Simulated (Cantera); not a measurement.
An isothermal, constant-pressure homogeneous reactor starts with 43.5 % CH4, 56.5 % CO2, at 1425 K and 5.00 bar.

Model: GRI-Mech 3.0 (53 species, 325 reactions), integrated in Cantera.

One state of this run: x CH4 = 0.391; x CO2 = 0.546; x O = <1e-12; x H2O = 0.00465; x CH2 = 1.48e-10; x C2H = 6.71e-11; x OH = 1.74e-9. x: mole fraction; the columns are a selection and need not sum to one.

Q: Which value of t (s) does it belong to?
(A) 0.609
(B) 0.106
(C) 20.0
(D) 3.49

A: B, 0.106
